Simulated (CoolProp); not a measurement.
Fluoroethane (R161) along the isotherm 209.6 K: density (kg/m³) from the reference equation and from simpler models built on Tc = 375.2 K, pc = 5.010 MPa, ω = 0.216; each cubic takes its own stable root.

Values from CoolProp's reference Helmholtz-energy equation of state, Wu 2012.

```json
[
 {"p (MPa)": "0.5", "phase": "liquid", "reference": "853.8"},
 {"p (MPa)": "1", "phase": "liquid", "reference": "854.2"},
 {"p (MPa)": "1.5", "phase": "liquid", "reference": "854.7"},
 {"p (MPa)": "2", "phase": "liquid", "reference": "855.1"},
 {"p (MPa)": "2.5", "phase": "liquid", "reference": "855.6"},
 {"p (MPa)": "3", "phase": "liquid", "reference": "856.0"},
 {"p (MPa)": "3.5", "phase": "liquid", "reference": "856.4"},
 {"p (MPa)": "4", "phase": "liquid", "reference": "856.9"},
 {"p (MPa)": "4.5", "phase": "liquid", "reference": "857.3"},
 {"p (MPa)": "5", "phase": "liquid", "reference": "857.7"}
]
```

Q: How far does each simpler model (van der Waals, Redlich-Kwong, Soave-Redlich-Kwong, Peng-Robinson) lie from the reference over these 10 states: mean and median of the absolute difference, and the worst?

A: 
- van der Waals: mean 42.3 %, median 42.3 %, worst -42.7 % at 209.6 K and 0.5 MPa
- Redlich-Kwong: mean 15.2 %, median 15.1 %, worst -15.3 % at 209.6 K and 0.5 MPa
- Soave-Redlich-Kwong: mean 13.5 %, median 13.5 %, worst -13.6 % at 209.6 K and 0.5 MPa
- Peng-Robinson: mean 2.5 %, median 2.5 %, worst -2.6 % at 209.6 K and 0.5 MPa
